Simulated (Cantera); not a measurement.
## Thermodynamics of carbon deposition, reforming and gasification, feed C + O2 + H2

Charge: 1 mol C, 0.03 mol O2, 31 mol H2, held at 2375 K and 1000 Pa.

These are equilibrium values from Cantera (NASA tables, ideal gas, pure condensed phases), not measurements of a reactor. Candidate condensed phases: C, C6H6, C7H8, C8H18, H2O; 110 gas species. The numbers say what is thermodynamically allowed, not how fast it happens.

The x(H2) comes out as 0.862, the x(H) comes out as 0.131 and the x(C2H2 (acetylene)) is 0.00535. The x(CO) is 0.00181. The x(C2H) comes out as 4.41e-5. The x(C4H2) comes out as 1.37e-5 and the x(C3) is 6.39e-6. The x(CH3) comes out as 3.88e-6, the x(C) is 2.72e-6 and the n(C(graphite)) comes out as 0.578 mol. The gas amount comes out as 33.24 mol.
